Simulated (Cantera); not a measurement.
Input: 1 mol SiO2, 0.61 mol CH4, 1.1 mol CO, held at 1523.15 K.

Method: chemical equilibrium by Gibbs-energy minimisation in Cantera with the NASA 1993 tables (ideal gas, pure condensed phases). Candidate condensed phases: C, C6H6, C7H8, C8H18, H2O, Si, SiC, SiO2; 123 gas species. The tables hold silica as quartz up to 1696 K and as liquid above; real silica turns to tridymite and cristobalite and melts near 1996 K. Gases not in the tables: Si(OH)4. Equilibrium is a limit: real reactors are often held back by kinetics, nucleation or transport.

Problem. At 1000000 Pa, list the 5 most abundant gas species with their mole fractions, and the condensed phases.

Solution. H2 0.516, CO 0.473, CH4 0.00612, H2O 0.00356, CO2 0.00122. Condensed: C(graphite) + SiO2(β-quartz).
